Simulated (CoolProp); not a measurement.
A simple Rankine cycle with R124: condensing at 296.15 K, boiler at 1.84 MPa, turbine inlet 400.4 K, turbine efficiency 0.75, pump efficiency 0.8, no recuperator. Each further row changes one setting.

Values from CoolProp's reference Helmholtz-energy equation of state, de Vries 1995.

| case | thermal efficiency (%) | net work (kJ/kg) | heat in (kJ/kg) | turbine exit temperature (K) | volume ratio over the turbine |
|---|---|---|---|---|---|
| as stated | 10.6 | 23.2 | 219 | 355.3 | 5.33 |
| turbine inlet 420.4 K | 10.6 | 25.2 | 239 | 376.6 | 5.20 |
| condensing temperature 288.15 K | 11.8 | 27.0 | 228 | 349.5 | 6.87 |
| boiler pressure 1.29 MPa | 8.6 | 19.4 | 225 | 367.3 | 3.60 |
| turbine efficiency 0.65 | 9.1 | 19.9 | 219 | 359.2 | 5.40 |
